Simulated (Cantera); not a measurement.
Mixture: CH₃OH : O₂ : N₂ = 1 : 2.34 : 8.81 (molar parts), equivalence ratio 0.64, at 100000 Pa, adiabatic and at constant volume. Ignition delay is the time to a rise of 400 K.

Detailed kinetics in Cantera: GRI-Mech 3.0 (53 species, 325 reactions). GRI-Mech 3.0 was tuned for natural gas; its chemistry of methanol as a main component is partial and can be far from experiment.

Task: What does this change do: pressure from 100000 Pa to 500000 Pa?

Result: 
```tsv
quantity	before	after
delay at 1175 K	15.7 ms	4.11 ms
delay at 1375 K	0.880 ms	0.219 ms
delay at 1575 K	0.122 ms	29.1 µs
delay at 1775 K	29.6 µs	6.84 µs
delay at 1975 K	9.97 µs	2.24 µs
apparent activation energy between 1775 and 1975 K	160 kJ/mol	160 kJ/mol
```

Task: What does this change do: CH3OH 1 to 0.47 parts?

Result: 
| quantity | before | after |
|---|---|---|
| delay at 1175 K | 15.7 ms | 18.1 ms |
| delay at 1375 K | 0.880 ms | 1.08 ms |
| delay at 1575 K | 0.122 ms | 0.169 ms |
| delay at 1775 K | 29.6 µs | 50.0 µs |
| delay at 1975 K | 9.97 µs | 32.0 µs |
Where the delays flatten at high temperature, the 400 K rule measures the pace of heat release, not the induction time.
